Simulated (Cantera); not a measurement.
A Cantera script and its output.

```python
import numpy as np
import cantera as ct

surf = ct.Interface("ptcombust.yaml", "Pt_surf")
gas = surf.adjacent["gas"]
gas.TPX = 650, 69000, {'CO': 0.002, 'O2': 0.016, 'N2': 0.79, 'H2O': 0.056}
surf.TP = 650, 69000
reactor = ct.FlowReactor(gas, clone=False)
reactor.area = 0.0001  # m2
reactor.surface_area_to_volume_ratio = 3900  # 1/m
reactor.mass_flow_rate = 2 * reactor.area * gas.density  # inlet velocity 2 m/s
reactor.energy_enabled = False
wall = ct.ReactorSurface(surf, reactor, clone=False)
net = ct.ReactorNet([reactor])
net.rtol, net.atol = 1e-8, 1e-16
show, cover = ['CO', 'O2', 'H2O', 'CO2'], ['PT(S)', 'H(S)', 'O(S)', 'OH(S)', 'CO(S)', 'C(S)']

rows = []
print(f"{'z/m':>9s}{'u/(m/s)':>9s}" + "".join(f"{s:>13s}" for s in show + cover))
for z in [4.3e-05, 9.2e-05, 0.0002, 0.00043, 0.00092, 0.002, 0.0043]:
    net.advance(z)
    rows.append([reactor.speed, *gas[show].X, *surf[cover].coverages])
    print(f"{z:9.4g}{rows[-1][0]:9.3g}" + "".join(f"{x:13.4e}" for x in rows[-1][1:]))
```

Output:

```
      z/m  u/(m/s)           CO           O2          H2O          CO2        PT(S)         H(S)         O(S)        OH(S)        CO(S)         C(S)
  4.3e-05        2   2.1894e-03   1.8457e-02   6.4819e-02   1.2557e-04   6.9026e-02   5.0645e-08   2.2404e-02   2.3444e-03   9.0617e-01   1.3745e-13
  9.2e-05        2   2.0289e-03   1.8378e-02   6.4824e-02   2.8628e-04   7.4153e-02   5.2344e-08   2.6003e-02   2.6180e-03   8.9716e-01   1.2595e-13
   0.0002        2   1.5317e-03   1.8134e-02   6.4840e-02   7.8403e-04   1.0282e-01   6.0049e-08   5.2682e-02   4.3883e-03   8.4002e-01   8.0710e-14
  0.00043        2   9.8860e-04   1.7867e-02   6.4858e-02   1.3278e-03   2.2096e-02   1.3964e-09   9.6726e-01   8.7182e-03   1.9019e-03   2.1389e-18
  0.00092        2   8.9575e-04   1.7821e-02   6.4861e-02   1.4207e-03   1.6587e-02   9.0470e-10   9.7485e-01   7.5834e-03   9.6373e-04   8.0728e-19
    0.002        2   7.8225e-04   1.7766e-02   6.4865e-02   1.5343e-03   1.3486e-02   6.6179e-10   9.7910e-01   6.8528e-03   5.5395e-04   3.7563e-19
   0.0043        2   6.4128e-04   1.7696e-02   6.4869e-02   1.6755e-03   1.1354e-02   5.1053e-10   9.8202e-01   6.2976e-03   3.2098e-04   1.8271e-19
```

Detailed kinetics in Cantera: Deutschmann's 1995 Pt surface mechanism with GRI-Mech 3.0 gas chemistry. Catalytic surfaces can have several steady states; this one follows from the mechanism file's or the stated starting coverage. Mass transfer to the wall is taken as infinitely fast.
